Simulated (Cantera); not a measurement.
**Reactions in the system N-O-Ta**

Source: NASA polynomial tables (part measured, part estimated), evaluated in Cantera. Values are per mole of reaction as written; species without (g) are pure solids or liquids, kept so even where they would boil at 1 bar.

NO(g) + Ta2O5 = 2 TaO2(g) + NO2(g)

```json
[
 {"T (K)": "300", "ΔH° (kJ)": "1587.2", "ΔS° (J/K)": "446.5", "ΔG° (kJ)": "1453.2", "log10 K": "-253.02", "condensed phases": "Ta2O5(s)"},
 {"T (K)": "573", "ΔH° (kJ)": "1575.7", "ΔS° (J/K)": "419.5", "ΔG° (kJ)": "1335.3", "log10 K": "-121.73", "condensed phases": "Ta2O5(s)"},
 {"T (K)": "773", "ΔH° (kJ)": "1566.5", "ΔS° (J/K)": "405.7", "ΔG° (kJ)": "1252.9", "log10 K": "-84.66", "condensed phases": "Ta2O5(s)"},
 {"T (K)": "973", "ΔH° (kJ)": "1556.5", "ΔS° (J/K)": "394.3", "ΔG° (kJ)": "1172.9", "log10 K": "-62.97", "condensed phases": "Ta2O5(s)"},
 {"T (K)": "1173", "ΔH° (kJ)": "1545.9", "ΔS° (J/K)": "384.3", "ΔG° (kJ)": "1095.1", "log10 K": "-48.76", "condensed phases": "Ta2O5(s)"},
 {"T (K)": "1373", "ΔH° (kJ)": "1534.8", "ΔS° (J/K)": "375.6", "ΔG° (kJ)": "1019.1", "log10 K": "-38.77", "condensed phases": "Ta2O5(s)"},
 {"T (K)": "1573", "ΔH° (kJ)": "1523.3", "ΔS° (J/K)": "367.8", "ΔG° (kJ)": "944.8", "log10 K": "-31.37", "condensed phases": "Ta2O5(s)"},
 {"T (K)": "1773", "ΔH° (kJ)": "1511.5", "ΔS° (J/K)": "360.7", "ΔG° (kJ)": "871.9", "log10 K": "-25.69", "condensed phases": "Ta2O5(s)"},
 {"T (K)": "1973", "ΔH° (kJ)": "1499.4", "ΔS° (J/K)": "354.2", "ΔG° (kJ)": "800.4", "log10 K": "-21.19", "condensed phases": "Ta2O5(s)"},
 {"T (K)": "2173", "ΔH° (kJ)": "1362.0", "ΔS° (J/K)": "287.6", "ΔG° (kJ)": "737.0", "log10 K": "-17.72", "condensed phases": "Ta2O5(l)"},
 {"T (K)": "2373", "ΔH° (kJ)": "1341.1", "ΔS° (J/K)": "278.4", "ΔG° (kJ)": "680.5", "log10 K": "-14.98", "condensed phases": "Ta2O5(l)"}
]
```
